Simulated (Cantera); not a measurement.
Mixture: CO : H2 : CH4 : O2 : N2 = 1 : 0.77 : 0.51 : 4.43 : 23.5 (molar parts), equivalence ratio 0.43, at 66000 Pa, adiabatic and at constant pressure. Ignition delay is the time to a rise of 400 K.

Detailed kinetics in Cantera: GRI-Mech 3.0 (53 species, 325 reactions). Below about 1000 K GRI-Mech 3.0 lacks low-temperature oxidation paths. Where the delays flatten at high temperature, the 400 K rule measures the pace of heat release, not the induction time.

### Question
What does this change do: constant volume in place of constant pressure?

### Answer
```csv
quantity,before,after
delay at 950 K,12.6 ms,11.1 ms
delay at 1100 K,1.22 ms,1.08 ms
delay at 1250 K,0.398 ms,0.327 ms
delay at 1400 K,0.242 ms,0.172 ms
delay at 1550 K,0.208 ms,0.121 ms
```
